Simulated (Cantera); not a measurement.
Input: 1 mol MgCO₃, a varied amount of SO₃, 3.1 mol CO₂, held at 902 °C and 1 atm.

These are equilibrium values from Cantera (NASA tables, ideal gas, pure condensed phases), not measurements of a reactor. Candidate condensed phases: C, Mg, MgCO₃, MgO, MgS, MgSO₄, S; 26 gas species. Mutual solubility and eutectic melting of coexisting phases are not modelled. The numbers say what is thermodynamically allowed, not how fast it happens.

**Question.** Which condensed phases are stable at each of these points (n(SO₃) (mol)): 0.27, 0.33, 0.39, 0.48, 0.57, 0.69, 0.84, 1, 1.2?

**Answer.** 
| n(SO₃) (mol) | condensed phases | Mg condensed (%) |
|---|---|---|
| 0.27 | MgO(s) + MgSO₄(s) | 100.0 |
| 0.33 | MgO(s) + MgSO₄(s) | 100.0 |
| 0.39 | MgO(s) + MgSO₄(s) | 100.0 |
| 0.48 | MgO(s) + MgSO₄(s) | 100.0 |
| 0.57 | MgO(s) + MgSO₄(s) | 100.0 |
| 0.69 | MgO(s) + MgSO₄(s) | 100.0 |
| 0.84 | MgO(s) + MgSO₄(s) | 100.0 |
| 1 | MgO(s) + MgSO₄(s) | 100.0 |
| 1.2 | MgSO₄(s) | 100.0 |

From 0.27 mol SO₃ to 1 mol SO₃ the condensed part is MgO(s) + MgSO₄(s). At 1.2 mol SO₃ the condensed part is MgSO₄(s).
